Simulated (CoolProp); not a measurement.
A simple Rankine cycle with n-perfluoropentane: condensing at 291.15 K, boiler at 1.06 MPa, turbine inlet 389.8 K, turbine efficiency 0.85, pump efficiency 0.7, no recuperator. Each further row changes one setting.

Values from CoolProp's reference Helmholtz-energy equation of state, Gao 2022.

```tsv
case	thermal efficiency (%)	net work (kJ/kg)	heat in (kJ/kg)	turbine exit temperature (K)	volume ratio over the turbine
as stated	12.9	21.4	167	351.6	20.8
turbine inlet 409.8 K	12.4	23.4	188	373.4	18.9
condensing temperature 283.15 K	13.8	24.2	175	348.2	28.9
boiler pressure 0.742 MPa	11.5	19.8	172	359.6	12.7
turbine efficiency 0.75	11.3	18.8	167	354.5	21.0
```
